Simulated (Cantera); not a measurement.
Feed: 1 mol MgO, 2.8 mol HCl, 19 mol O₂, equilibrated at 1175 K and 1.00 bar.

Cantera equilibrium calculation (NASA polynomials, part measured and part estimated; ideal gas, pure solids and liquids). Candidate condensed phases: H₂O, Mg, MgCl₂, MgO, Mg(OH)₂; 22 gas species. Kinetics and transport are ignored.

Base state: O₂ 0.870, HCl 0.0781, H₂O 0.0260, Cl₂ 0.0256, Cl 0.000580, MgCl₂ 5.77e-5, ClO 2.23e-5, HOCl 1.61e-5 (mole fractions); condensed: MgO(s).

Task: What changes in the equilibrium state with this change: pressure from 1.00 bar to 4.10 mbar?

Result: 
```
species        before     after
-----------  --------  --------
O₂              0.870     0.869
HCl            0.0781     0.108
H₂O            0.0260    0.0105
Cl₂            0.0256   0.00774
MgCl₂         5.77e-5  0.000272
HOCl          1.61e-5   1.42e-6
Cl           0.000580   0.00497
ClO           2.23e-5   1.23e-5
MgO(s), mol     0.999     0.994
```
